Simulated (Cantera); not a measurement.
Hydrocarbon pyrolysis for carbon deposition

An isothermal, constant-pressure homogeneous reactor starts with 7.14 % CH₄, 92.9 % H₂, at 2000 K and 0.0132 atm.

Cantera simulation using GRI-Mech 3.0 (53 species, 325 reactions); the numbers are that mechanism's predictions, not measurements. GRI-Mech 3.0 stops at C3 and has no aromatics, soot or wall deposition, so with more carbon than oxygen in the feed, carbon stays in small species such as C2H2 where larger ones or solid carbon would form. Radical loss at walls, strong at low pressure, is not modelled.

| t (s) | x CH₄ | x H₂ | x H | x C₂H₂ | x CH₃ | x CH₂ |
|---|---|---|---|---|---|---|
| 1.00e-6 | 0.0714 | 0.929 | 8.86e-7 | <1e-12 | 9.01e-7 | <1e-12 |
| 5.66e-6 | 0.0714 | 0.929 | 4.84e-6 | <1e-12 | 5.28e-6 | 6.62e-12 |
| 3.21e-5 | 0.0714 | 0.929 | 2.47e-5 | <1e-12 | 3.26e-5 | 4.21e-10 |
| 0.000182 | 0.0712 | 0.928 | 0.000131 | 2.19e-9 | 0.000193 | 2.63e-8 |
| 0.00103 | 0.0702 | 0.928 | 0.000736 | 3.68e-6 | 0.00109 | 9.40e-7 |
| 0.00583 | 0.0596 | 0.929 | 0.00378 | 0.00259 | 0.00471 | 1.51e-5 |
| 0.0330 | 0.0174 | 0.950 | 0.00637 | 0.0239 | 0.00228 | 1.46e-5 |
| 0.187 | 0.00144 | 0.956 | 0.0100 | 0.0323 | 0.000297 | 3.85e-6 |
| 1.06 | 0.000102 | 0.953 | 0.0135 | 0.0330 | 2.86e-5 | 5.23e-7 |
| 6.00 | 3.46e-5 | 0.953 | 0.0139 | 0.0331 | 9.91e-6 | 1.87e-7 |
x: mole fraction; the columns are a selection and need not sum to one.

Equilibrium at this temperature and pressure: CH₄ 3.44e-5, H₂ 0.953, H 0.0139, C₂H₂ 0.0331, CH₃ 9.83e-6, CH₂ 1.85e-7 (gas phase only).
